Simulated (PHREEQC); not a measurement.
A column of 0.5 m (40 cells, dispersivity 0.04 m, 60 s a shift, diffusion coefficient 3e-10 m²/s) holds 0.28 eq of the database's cation exchanger X per kg of pore water, first in equilibrium with 0.00051 mol/kgw (NH4)2SO4, 0.0048 mol/kgw MnCl2 and 1e-05 mol/kgw HCl. It is flushed with 0.0046 mol/kgw NaCl, 0.048 mol/kgw (NH4)2SO4, 0.0027 mol/kgw Na2SO4 and 1e-05 mol/kgw HCl, at 15 °C. Values are for the last cell. CO2 from the air is kept out. Precipitation was switched off in this run.

Equilibrium calculation in PHREEQC: ion-association model, phreeqc.dat.

```
pore volumes  Na in solution (mol/kgw)  Mn in solution (mol/kgw)  S in solution (mol/kgw)  NH4 in solution (mol/kgw)  Cl in solution (mol/kgw)  MnX2 on the exchanger (mol/kgw)  NH4X on the exchanger (mol/kgw)
------------  ------------------------  ------------------------  -----------------------  -------------------------  ------------------------  -------------------------------  -------------------------------
0                                    0                   0.00480                 0.000510                    0.00102                   0.00961                            0.135                          0.00935
0.7625                         6.65e-5                    0.0187                   0.0157                    0.00187                   0.00810                            0.135                          0.00932
1.262                          0.00215                    0.0404                   0.0400                    0.00277                   0.00567                            0.134                          0.00951
2.013                          0.00694                    0.0447                        …                    0.00770                   0.00471                            0.125                           0.0243
2.763                          0.00920                    0.0363                        …                     0.0240                   0.00462                           0.0988                           0.0749
3.263                                …                    0.0287                   0.0507                     0.0387                   0.00461                                …                            0.120
4.013                           0.0101                    0.0179                   0.0507                     0.0600                   0.00461                           0.0453                            0.181
4.763                           0.0101                   0.00999                   0.0507                     0.0759                   0.00461                           0.0240                            0.224
5.263                           0.0101                   0.00646                   0.0507                     0.0830                   0.00461                           0.0151                            0.242
6.013                           0.0101                   0.00322                   0.0507                     0.0895                   0.00461                          0.00734                            0.258
6.763                           0.0100                   0.00156                   0.0507                     0.0929                   0.00461                                …                            0.265
7.263                           0.0100                  0.000954                   0.0507                     0.0941                   0.00461                          0.00213                            0.268
8.012                           0.0100                  0.000454                   0.0507                     0.0951                   0.00461                          0.00101                            0.270
```

Problem. What belongs in the gaps?

Solution. 
- 2.013, S in solution (mol/kgw): 0.0497
- 2.763, S in solution (mol/kgw): 0.0506
- 3.263, Na in solution (mol/kgw): 0.00977
- 3.263, MnX2 on the exchanger (mol/kgw): 0.0762
- 6.763, MnX2 on the exchanger (mol/kgw): 0.00350
